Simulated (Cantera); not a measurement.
# Adiabatic ignition

An adiabatic, constant-pressure homogeneous reactor starts with 8.10 % CH₄, 0.405 % C₂H₆, 3.16 % C₃H₈, 18.5 % O₂, 69.8 % N₂, equivalence ratio 1.8, at 1523 K and 1000000 Pa.

Detailed kinetics in Cantera: GRI-Mech 3.0 (53 species, 325 reactions). GRI-Mech 3.0 was tuned for natural gas; its chemistry of propane as a main component is partial and can be far from experiment.

| t (s) | T (K) | x CH₄ | x C₂H₆ | x C₃H₈ | x CO₂ | x HCO | x CH₂CO | x H₂O |
|---|---|---|---|---|---|---|---|---|
| 1.00e-6 | 1521 | 0.0809 | 0.00404 | 0.0312 | 1.48e-7 | 6.52e-9 | 1.10e-7 | 7.82e-5 |
| 3.15e-6 | 1520 | 0.0804 | 0.00424 | 0.0298 | 3.89e-6 | 1.51e-7 | 5.48e-6 | 0.000847 |
| 9.90e-6 | 1530 | 0.0785 | 0.00530 | 0.0243 | 3.01e-5 | 1.04e-6 | 0.000122 | 0.00484 |
| 3.12e-5 | 2720 | 0.000313 | 2.48e-8 | 3.93e-12 | 0.0225 | 2.19e-6 | 1.01e-5 | 0.136 |
| 9.81e-5 | 2711 | 2.37e-10 | <1e-12 | <1e-12 | 0.0224 | 9.05e-7 | 1.08e-12 | 0.133 |
| 0.000309 | 2711 | 2.27e-10 | <1e-12 | <1e-12 | 0.0224 | 9.06e-7 | 1.04e-12 | 0.133 |
| 0.000972 | 2711 | 2.26e-10 | <1e-12 | <1e-12 | 0.0224 | 9.06e-7 | 1.03e-12 | 0.133 |
| 0.00306 | 2712 | 2.26e-10 | <1e-12 | <1e-12 | 0.0224 | 9.06e-7 | 1.03e-12 | 0.133 |
| 0.00962 | 2712 | 2.26e-10 | <1e-12 | <1e-12 | 0.0224 | 9.06e-7 | 1.03e-12 | 0.133 |
| 0.0303 | 2712 | 2.26e-10 | <1e-12 | <1e-12 | 0.0224 | 9.06e-7 | 1.03e-12 | 0.133 |
| 0.0953 | 2712 | 2.26e-10 | <1e-12 | <1e-12 | 0.0224 | 9.06e-7 | 1.03e-12 | 0.133 |
| 0.300 | 2712 | 2.26e-10 | <1e-12 | <1e-12 | 0.0224 | 9.06e-7 | 1.03e-12 | 0.133 |
x: mole fraction; the columns are a selection and need not sum to one.

- time of steepest temperature rise = 26.6 µs
- temperature at 0.300 s = 2712 K
- equilibrium temperature = 2712 K
- x(CH₄) at 0.300 s = 2.26e-10 (gas-phase equilibrium 2.54e-10)
- x(C₂H₆) at 0.300 s = <1e-12 (gas-phase equilibrium <1e-12)
- x(C₃H₈) at 0.300 s = <1e-12 (gas-phase equilibrium <1e-12)
